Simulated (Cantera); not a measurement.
A perfectly stirred reactor is fed with NH3 : H2 = 1 : 2.4 (molar parts), at 0.132 atm; it is held at 2223 K, and followed from long to short residence time.

Cantera simulation using the gas-phase N/H chemistry of the illustrative SiF4/NH3 mechanism in the Surface Chemkin manual (1991); the numbers are that mechanism's predictions, not measurements. Walls and surfaces, which speed up NH3 decomposition in real reactors, are not modelled.

### Question
Predict: x(NH3) at τ = 5.70 s; x(H2) at τ = 5.70 s; x(N2H2) at τ = 5.70 s; x(NH) at τ = 5.70 s; x(NH3) at τ = 82.0 ms; x(H2) at τ = 82.0 ms; x(N2H2) at τ = 82.0 ms; x(NH) at τ = 82.0 ms; x(N2H4) at τ = 82.0 ms.

### Answer
```
Item                      Result
----------------------  --------
x(NH3) at τ = 5.70 s    0.000420
x(H2) at τ = 5.70 s        0.872
x(N2H2) at τ = 5.70 s    5.27e-9
x(NH) at τ = 5.70 s      9.02e-6
x(NH3) at τ = 82.0 ms     0.0761
x(H2) at τ = 82.0 ms       0.837
x(N2H2) at τ = 82.0 ms   9.43e-7
x(NH) at τ = 82.0 ms     3.45e-5
x(N2H4) at τ = 82.0 ms   4.25e-9
```
